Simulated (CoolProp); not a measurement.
n-perfluorohexane at several states: Z from the reference equation and from simpler models built on Tc = 448.0 K, pc = 1.742 MPa, ω = 0.497; each cubic takes its own stable root.

Values from CoolProp's reference Helmholtz-energy equation of state, Gao 2022.

```
T (K)  p (MPa)   phase  reference  van der Waals  Redlich-Kwong  Soave-Redlich-Kwong  Peng-Robinson
-----  -------  ------  ---------  -------------  -------------  -------------------  -------------
435.8   0.0929     gas     0.9791         0.9828         0.9801               0.9796         0.9775
374.9   0.0599     gas     0.9771         0.9842         0.9803               0.9776         0.9761
399.1    0.428     gas     0.8525         0.8940         0.8716                    ?              ?
298.3    0.301  liquid          ?        0.04417              ?              0.02817        0.02495
```

Question: Some entries are withheld; supply them.

Answer: 
- 399.1, Soave-Redlich-Kwong: 0.8572
- 399.1, Peng-Robinson: 0.8470
- 298.3, reference: 0.02447
- 298.3, Redlich-Kwong: 0.03023
